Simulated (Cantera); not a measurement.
Feed: 1 mol SiHCl₃, 9.1 mol NH₃, held at 0.00133 bar.

Cantera equilibrium calculation (NASA polynomials, part measured and part estimated; ideal gas, pure solids and liquids). Candidate condensed phases: NH₄Cl, Si, Si₃N₄; 28 gas species. Rates play no part.

What share of the Si ends up in condensed phases as a function of T (K), at 898, 998, 1098, 1198, 1298, 1398, 1498, 1598, 1698?


| T (K) | Si condensed (%) | as |
|---|---|---|
| 898 | 99.6 | Si₃N₄(s) |
| 998 | 99.7 | Si₃N₄(s) |
| 1098 | 99.8 | Si₃N₄(s) |
| 1198 | 99.4 | Si₃N₄(s) |
| 1298 | 97.0 | Si₃N₄(s) |
| 1398 | 86.7 | Si₃N₄(s) |
| 1498 | 62.4 | Si₃N₄(s) |
| 1598 | 31.2 | Si₃N₄(s) |
| 1698 | 29.0 | Si(l) |
